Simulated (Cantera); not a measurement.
Input: 1 mol SiF4, 21 mol N2, equilibrated at 1850 K and 59.0 mbar.

Method: chemical equilibrium by Gibbs-energy minimisation in Cantera with the NASA 1993 tables (ideal gas, pure condensed phases). Candidate condensed phases: Si, Si3N4; 16 gas species. The tables' values for SiF3 are old estimates; treat these amounts as uncertain. Equilibrium is a limit: real reactors are often held back by kinetics, nucleation or transport.

### Question
What is the equilibrium state?

### Answer
- x(N2): 0.955
- x(SiF4): 0.0454
- x(F): 3.51e-5
- x(SiF3): 3.51e-5
- gas amount: 22.00 mol
- log10 activity of Si(l) (absent): -13.84
